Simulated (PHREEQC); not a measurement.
A solution holds 4.3 mmol/kgw H2SO4 and 0.92 mmol/kgw LiCl, at 20 °C. It is in equilibrium with CO2 at log p = 0 (atm). Otherwise closed; pH follows from the charge balance.

Equilibrium calculation in PHREEQC: ion-association model, wateq4f.dat.

Each row changes one thing in this solution. Precipitation was switched off in this run.

```csv
case,pH,ionic strength (mol/kgw),SO4-2 (mol/kgw),HSO4- (mol/kgw),LiSO4- (mol/kgw),HCO3- (mol/kgw)
as made,2.18,0.0112,0.00301,0.00128,7.89e-6,2.70e-6
LiCl from 0.00092 to 0.00138 mol/kgw,2.18,0.0117,0.00301,0.00127,1.18e-5,2.71e-6
0.00081 mol/kgw NaCl added,2.18,0.0121,0.00302,0.00127,7.80e-6,2.72e-6
diluted 5-fold with water,2.81,0.00260,0.000770,8.91e-5,4.96e-7,1.10e-5
diluted 10-fold with water,3.08,0.00135,0.000404,2.57e-5,1.38e-7,2.06e-5
9.1e-05 mol/kgw HCl added,2.17,0.0113,0.00300,0.00129,7.86e-6,2.68e-6
```
